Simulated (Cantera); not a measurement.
Input (Python, Cantera) and output of one run.

```python
import numpy as np
import cantera as ct

gas_names = """
    CL CL2 H HCL H2 Si SiCL SiCL2 SiCL3 SiCL4 SiH SiHCL3 SiH2 SiH2CL2 SiH3 SiH3CL SiH4 Si2 Si3
""".split()
cond_names = """
    Si(cr) Si(L)
""".split()


# ... load() reads the species with a 1 bar reference pressure and builds the phases ...
atoms = {
    'SiCl4': {'Si': 1, 'CL': 4},
    'H2': {'H': 2},
}
top_T = {}  # K; cautious upper limits of use, not melting points


# ... equilibrate(T, P, feed) seeds the gas with the atoms and calls Mixture.equilibrate('TP', solver="vcs", rtol=1e-11, max_steps=5000) ...
results = []
T = 1698  # K
P = 101325  # Pa
for m in [22, 25, 29, 34, 39, 46, 53, 62, 72, 83, 97, 110, 130]:
    feed = {'SiCl4': 1, 'H2': m}  # mol
    mix = equilibrate(T, P, feed)
    results.append((T, P, feed, dict(zip(mix.species_names, mix.species_moles))))

top = {s: max(r[3][s] / sum(r[3][g] for g in gas_names) for r in results) for s in gas_names}
cols = sorted((s for s in top if top[s] > 0.0001), key=lambda s: -top[s])[:8]
seen = [c for c in cond_names if any(r[3].get(c, 0) > 1e-12 for r in results)]
print("log10 of partial pressures in bar; condensed amounts in mol")
print(f"{'n(H2)':>10s}" + "".join(f"{s[:9]:>10s}" for s in cols + seen))
for T, P, feed, n in results:
    ng = sum(n[g] for g in gas_names)
    print(f"{feed['H2']:10.4g}" + "".join(f"{np.log10(max(n[s] / ng * P / 1e5, 1e-99)):10.3f}" for s in cols)
          + "".join(f"{n.get(c, 0):10.4g}" for c in seen))
```

Result:

```
log10 of partial pressures in bar; condensed amounts in mol
     n(H2)        H2       HCL     SiCL2     SiCL3    SiHCL3     SiCL4   SiH2CL2         H     Si(L)
        22    -0.053    -1.043    -1.478    -2.585    -3.121    -3.395    -3.605    -3.866     0.118
        25    -0.047    -1.075    -1.547    -2.689    -3.222    -3.534    -3.669    -3.863     0.161
        29    -0.041    -1.114    -1.631    -2.814    -3.344    -3.701    -3.746    -3.860    0.2116
        34    -0.035    -1.157    -1.723    -2.953    -3.480    -3.886    -3.832    -3.857     0.266
        39    -0.030    -1.196    -1.805    -3.076    -3.601    -4.050    -3.910    -3.855    0.3129
        46    -0.026    -1.244    -1.907    -3.229    -3.751    -4.254    -4.007    -3.853    0.3686
        53    -0.022    -1.287    -1.998    -3.364    -3.885    -4.434    -4.094    -3.851    0.4154
        62    -0.018    -1.337    -2.100    -3.518    -4.037    -4.639    -4.193    -3.849    0.4658
        72    -0.015    -1.386    -2.200    -3.668    -4.186    -4.840    -4.290    -3.848     0.512
        83    -0.013    -1.433    -2.298    -3.815    -4.331    -5.035    -4.385    -3.846    0.5541
        97    -0.010    -1.487    -2.408    -3.979    -4.494    -5.255    -4.492    -3.845    0.5978
       110    -0.009    -1.531    -2.498    -4.114    -4.628    -5.435    -4.581    -3.844    0.6311
       130    -0.007    -1.591    -2.620    -4.297    -4.810    -5.679    -4.701    -3.843    0.6724
```

Method: chemical equilibrium by Gibbs-energy minimisation in Cantera with the NASA 1993 tables (ideal gas, pure condensed phases). The tables' values for SiCl3, SiCl are old estimates; treat these amounts as uncertain. Gases not in the tables: Si2H6 and higher silanes.
